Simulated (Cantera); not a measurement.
A closed system holds: 1 mol BaF₂, 0.034 mol HF, 26 mol N₂, equilibrated at 1475 K and 62.0 Pa.

Method: chemical equilibrium by Gibbs-energy minimisation in Cantera with the NASA 1993 tables (ideal gas, pure condensed phases). Candidate condensed phases: Ba, BaF₂; 24 gas species. Equilibrium is a limit: real reactors are often held back by kinetics, nucleation or transport.

Base state: N₂ 0.968, BaF₂ 0.0309, HF 0.00127 (mole fractions); condensed: BaF₂(s).

Q: What changes in the equilibrium state with this change: pressure from 62.0 Pa to 1330 Pa?

A: 
| species | before | after |
|---|---|---|
| N₂ | 0.968 | 0.997 |
| BaF₂ | 0.0309 | 0.00144 |
| HF | 0.00127 | 0.00130 |
| BaF₂(s), mol | 0.169 | 0.963 |
